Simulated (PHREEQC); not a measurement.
Make-up at 25 °C: 0.25 mol/kgw CuSO4, 0.00062 mol/kgw H2SO4 and 0.23 mol/kgw H3BO3. Closed to the air; pH follows from the charge balance.

The numbers come from PHREEQC with the ion-association model, phreeqc.dat.

| quantity | before | after |
|---|---|---|
| pH | 3.56 | 3.72 |
| ionic strength (mol/kgw) | 0.466 | 0.456 |
| SO4-2 (mol/kgw) | 0.116 | 0.114 |
| HSO4- (mol/kgw) | 0.000890 | 0.00106 |
| H2BO3- (mol/kgw) | 7.38e-7 | 1.63e-6 |

Task: What was changed between the two runs?
A. temperature from 25 to 5 °C
B. CuSO4 left out
C. temperature from 25 to 50 °C
D. CuSO4 replaced by Li2SO4 at the same molality
E. temperature from 25 to 15 °C

Result: C, temperature from 25 to 50 °C

No solid was allowed to form. Constants without temperature data keep their 25 °C values here.
